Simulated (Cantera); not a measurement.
# Transport properties of process gases

Gas mixture: 67.9 % C2H4, 32.1 % CH3OH, at 0.00180 bar, frozen composition.

Cantera's kinetic-theory transport with the Lennard-Jones parameters of GRI-Mech 3.0, ideal gas; thermal conductivity in the multicomponent form. Polar gases are described roughly by these parameters. The composition is frozen, though it would react at the higher temperatures.

```csv
T (K),ρ (kg/m³),cp (J/kg/K),μ (µPa s),λ (mW/m/K),Pr,D (cm²/s) H2O,D (cm²/s) CH3,D (cm²/s) CH4
400,0.00159,1781,13.3,31.7,0.745,159,163,162
600,0.00106,2379,19.3,61.5,0.746,354,341,339
800,0.000794,2816,24.6,92.8,0.747,611,566,563
1000,0.000635,3159,29.4,124,0.748,921,833,828
1200,0.000529,3417,33.8,154,0.748,1280,1140,1130
1400,0.000454,3618,37.8,183,0.747,1680,1480,1470
1600,0.000397,3775,41.5,210,0.746,2120,1850,1840
```
D: mixture-averaged diffusion coefficient of that species in the mixture.
